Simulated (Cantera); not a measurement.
An isothermal, constant-pressure homogeneous reactor starts with 15.9 % C₂H₄, 84.1 % H₂, at 1575 K and 21.8 Torr.

Cantera simulation using GRI-Mech 3.0 (53 species, 325 reactions); the numbers are that mechanism's predictions, not measurements. GRI-Mech 3.0 was tuned for natural gas; its chemistry of ethylene as a main component is partial and can be far from experiment. GRI-Mech 3.0 stops at C3 and has no aromatics, soot or wall deposition, so with more carbon than oxygen in the feed, carbon stays in small species such as C2H2 where larger ones or solid carbon would form. Radical loss at walls, strong at low pressure, is not modelled.

x: mole fraction; the columns are a selection and need not sum to one.

```csv
t (s),x C₂H₄,x H₂,x CH₂,x CH₃,x C₂H
0.00100,0.158,0.841,6.42e-11,9.70e-10,4.17e-12
0.00179,0.157,0.842,1.18e-10,2.34e-9,1.37e-11
0.00322,0.155,0.842,2.13e-10,5.68e-9,4.56e-11
0.00578,0.151,0.842,3.79e-10,1.32e-8,1.54e-10
0.0104,0.144,0.843,6.35e-10,2.79e-8,5.14e-10
0.0186,0.131,0.845,8.86e-10,4.83e-8,1.51e-9
0.0334,0.108,0.848,9.14e-10,6.47e-8,3.46e-9
0.0599,0.0746,0.853,7.38e-10,7.97e-8,6.66e-9
0.107,0.0368,0.858,4.77e-10,1.13e-7,1.26e-8
0.193,0.00779,0.862,1.96e-10,2.26e-7,2.81e-8
0.346,0.000502,0.863,1.69e-10,(withheld),(withheld)
0.621,0.000471,0.863,2.76e-10,9.81e-7,1.06e-7
1.11,0.000470,0.863,3.27e-10,(withheld),1.06e-7
2.00,0.000470,0.863,4.18e-10,1.57e-6,1.06e-7
```

What belongs in the gaps?


- 0.346, x CH₃: 6.99e-7
- 0.346, x C₂H: 8.51e-8
- 1.11, x CH₃: 1.19e-6
